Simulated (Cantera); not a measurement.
Charge: 1 mol C2F6, 0.49 mol HCl, equilibrated at 2275 K and 1000 Pa.

Cantera equilibrium calculation (NASA polynomials, part measured and part estimated; ideal gas, pure solids and liquids). Candidate condensed phases: C, C6H6, C7H8, C8H18; 118 gas species. The feed counts by its element totals alone. Gases not in the tables: C2F6 and larger saturated fluorocarbons. Equilibrium is a limit: real reactors are often held back by kinetics, nucleation or transport.

Base state: CF2 0.326, F 0.226, CF4 0.158, HF 0.138, Cl 0.137, CF3 0.0117, CF 0.00343, ClF 0.000154 (mole fractions); condensed: C(graphite).

What changes in the equilibrium state with this change: HCl from 0.49 to 0.014 mol?


```tsv
species	before	after
CF2	0.326	0.431
CF4	0.158	0.277
F	0.226	0.260
HF	0.138	0.00535
Cl	0.137	0.00534
CF3	0.0117	0.0179
HCl	0.000127	1.67e-7
Cl2	5.43e-5	8.20e-8
C(graphite), mol	0.224	0.0901
```
The tables' values for C2F4 are old estimates; treat these amounts as uncertain.
